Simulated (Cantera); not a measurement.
A perfectly stirred reactor is fed with CH4 : H2 : O2 = 0.027 : 1 : 0.016 (molar parts), at 5200 Pa; it is held at 2525 K, and followed from long to short residence time.

Detailed kinetics in Cantera: GRI-Mech 3.0 (53 species, 325 reactions).

What does this change do: O2 0.016 to 0.055 parts?


```csv
quantity,before,after
x(CH4) at τ = 4.50 s,1.38e-6,1.00e-7
x(H2) at τ = 4.50 s,0.859,0.795
x(O2) at τ = 4.50 s,4.44e-8,6.77e-6
x(C2H2) at τ = 4.50 s,4.27e-7,1.36e-10
x(OH) at τ = 4.50 s,0.000118,0.00205
x(CH4) at τ = 60.0 ms,0.000194,2.19e-5
x(H2) at τ = 60.0 ms,0.903,0.824
x(O2) at τ = 60.0 ms,3.12e-6,1.22e-5
x(C2H2) at τ = 60.0 ms,0.00121,2.22e-6
x(OH) at τ = 60.0 ms,0.000114,0.00147
```
The temperature is held fixed by assumption; the heat of reaction is taken as removed at once.

What does this change do: CH4 0.027 to 0.0042 parts?


```tsv
quantity	before	after
x(CH4) at τ = 4.50 s	1.38e-6	4.30e-8
x(H2) at τ = 4.50 s	0.859	0.857
x(O2) at τ = 4.50 s	4.44e-8	7.65e-7
x(C2H2) at τ = 4.50 s	4.27e-7	6.83e-11
x(OH) at τ = 4.50 s	0.000118	0.000709
x(CH4) at τ = 60.0 ms	0.000194	1.39e-5
x(H2) at τ = 60.0 ms	0.903	0.895
x(O2) at τ = 60.0 ms	3.12e-6	3.26e-6
x(C2H2) at τ = 60.0 ms	0.00121	2.29e-6
x(OH) at τ = 60.0 ms	0.000114	0.000458
```
